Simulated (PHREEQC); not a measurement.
Solution (62 °C): 0.17 mol/kgw RbOH and 0.0067 mol/kgw CsBr. Closed to the air; pH follows from the charge balance.

Model: ion-association model, wateq4f.dat, run in PHREEQC.

No solid was allowed to form.

### Question
What pH does the model give?

### Answer
pH 12.06.

At this temperature some constants are extrapolated from 25 °C, and those without enthalpy data are left unchanged.
